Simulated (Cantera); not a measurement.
An isothermal, constant-pressure homogeneous reactor starts with CH₄ : CO₂ = 1 : 4.5 (molar parts), at 2025 K and 0.987 atm.

Model: GRI-Mech 3.0 (53 species, 325 reactions), integrated in Cantera.

x: mole fraction; the columns are a selection and need not sum to one.

```csv
t (s),x CH₄,x CO₂,x H₂O₂,x C₂H₄,x HO₂,x C₂H₂
0.000300,0.0409,0.618,8.58e-11,?,2.91e-10,0.0493
0.000783,0.0109,0.484,2.59e-10,?,4.41e-10,0.0557
0.00204,0.00267,0.387,4.95e-10,?,6.08e-10,0.0395
0.00533,0.00169,0.312,3.26e-10,?,3.63e-10,0.0139
0.0139,0.000252,0.274,2.47e-10,?,2.79e-10,0.000860
0.0363,1.18e-8,0.271,3.76e-10,1.66e-11,4.18e-10,3.98e-8
0.0949,3.30e-11,0.271,3.77e-10,<1e-12,4.19e-10,<1e-12
0.248,3.30e-11,0.271,3.77e-10,<1e-12,4.19e-10,<1e-12
0.646,3.30e-11,0.271,3.77e-10,<1e-12,4.19e-10,<1e-12
1.69,3.30e-11,0.271,3.77e-10,<1e-12,4.19e-10,<1e-12
4.40,3.30e-11,0.271,3.77e-10,<1e-12,4.19e-10,<1e-12
11.5,3.30e-11,0.271,3.77e-10,<1e-12,4.19e-10,<1e-12
30.0,3.30e-11,0.271,3.77e-10,<1e-12,4.19e-10,<1e-12
```

### Question
What belongs in the gaps?

### Answer

- 0.000300, x C₂H₄: 0.00185
- 0.000783, x C₂H₄: 0.000333
- 0.00204, x C₂H₄: 5.41e-5
- 0.00533, x C₂H₄: 1.54e-5
- 0.0139, x C₂H₄: 5.20e-7
